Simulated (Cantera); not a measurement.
Charge: 1 mol AlN, 0.29 mol H2O, 0.027 mol Cl2, equilibrated at 1048.15 K and 0.220 bar.

These are equilibrium values from Cantera (NASA tables, ideal gas, pure condensed phases), not measurements of a reactor. Candidate condensed phases: Al, AlCl3, AlN, Al2O3, H2O, NH4Cl; 45 gas species. Mutual solubility and eutectic melting of coexisting phases are not modelled. Kinetics and transport are ignored.

Base state: H2 0.663, N2 0.243, HCl 0.0754, AlCl3 0.0184, NH3 2.51e-5 (mole fractions); condensed: AlN(s) + Al2O3(s).

Problem. What changes in the equilibrium state with this change: AlN replaced by Si?

Solution. 
```tsv
species	before	after
H2	0.663	0.937
SiCl4	0	0.0275
HCl	0.0754	0.0183
N2	0.243	0
AlCl3	0.0184	0
SiHCl3	0	0.0144
SiCl3	0	0.000999
SiH2Cl2	0	0.000863
AlN(s), mol	0.799	0
Al2O3(s), mol	0.0967	0
Si(s), mol	0	0.841
SiO2(β-quartz), mol	0	0.145
```
The tables' values for SiCl3 are old estimates; treat these amounts as uncertain. Further candidate phases: Si, SiO2.
